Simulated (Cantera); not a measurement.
## Transport properties of process gases

Gas mixture: C2H6 : C2H4 : NH3 = 0.6 : 0.62 : 0.93 (molar parts), at 0.0100 bar, frozen composition.

Cantera's kinetic-theory transport with the Lennard-Jones parameters of GRI-Mech 3.0, ideal gas; thermal conductivity in the mixture-averaged form. Polar gases are described roughly by these parameters. The composition is frozen, though it would react at the higher temperatures.

| T (K) | ρ (kg/m³) | cp (J/kg/K) | μ (µPa s) | λ (mW/m/K) | Pr | D (cm²/s) NO | D (cm²/s) O | D (cm²/s) H2O |
|---|---|---|---|---|---|---|---|---|
| 400 | 0.00717 | 2100 | 13.3 | 38.5 | 0.724 | 30.2 | 47.5 | 30.8 |
| 650 | 0.00441 | 2862 | 20.6 | 79.8 | 0.740 | 71.7 | 112 | 80.4 |
| 900 | 0.00319 | 3401 | 27.0 | 124 | 0.740 | 126 | 195 | 149 |
| 1150 | 0.00249 | 3831 | 32.7 | 168 | 0.744 | 191 | 296 | 234 |
| 1400 | 0.00205 | 4142 | 37.8 | 211 | 0.743 | 266 | 411 | 333 |
| 1650 | 0.00174 | 4375 | 42.5 | 251 | 0.741 | 350 | 541 | 445 |
| 1900 | 0.00151 | 4548 | 47.0 | 289 | 0.738 | 442 | 684 | 569 |
| 2150 | 0.00133 | 4677 | 51.1 | 325 | 0.735 | 543 | 840 | 704 |
| 2400 | 0.00120 | 4775 | 55.1 | 359 | 0.733 | 652 | 1010 | 851 |
D: mixture-averaged diffusion coefficient of that species in the mixture.
